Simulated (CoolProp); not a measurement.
Vapour-liquid equilibrium of R125 (1) + dimethyl ether (2) at -56.65 °C; x and y are mole fractions of (1).

Values from CoolProp's multi-fluid Helmholtz-energy mixture model, Lemmon 2005 and Wu 2011; pair parameters Bell 2016.

| x | bubble pressure, mixture model (MPa) | bubble pressure, Raoult's law (MPa) | y, mixture model | y, Raoult's law |
|---|---|---|---|---|
| 0.05 | 0.02051 | 0.02218 | 0.078 | 0.147 |
| 0.15 | ___ | 0.02671 | 0.237 | 0.367 |
| 0.25 | 0.02399 | 0.03125 | 0.395 | 0.522 |
| 0.35 | 0.02670 | 0.03578 | 0.547 | 0.638 |
| 0.45 | 0.03033 | 0.04032 | ___ | 0.728 |
| 0.55 | ___ | 0.04485 | 0.794 | 0.800 |
| 0.65 | ___ | 0.04939 | 0.879 | 0.859 |
| 0.75 | 0.04764 | 0.05392 | 0.937 | 0.908 |
| 0.85 | 0.05494 | 0.05846 | 0.973 | 0.949 |
| 0.95 | 0.06206 | 0.06300 | 0.994 | 0.984 |

Question: What belongs in the gaps?

Answer: 
- 0.15, bubble pressure, mixture model (MPa): 0.02199
- 0.45, y, mixture model: 0.683
- 0.55, bubble pressure, mixture model (MPa): 0.03503
- 0.65, bubble pressure, mixture model (MPa): 0.04086

The largest gap from Raoult's law is -25.4 % in bubble pressure, at x = 0.35. No azeotrope shows between x = 0.05 and 0.95.

Pair parameters are fitted to limited data, so mixtures are less certain than the pure fluids.
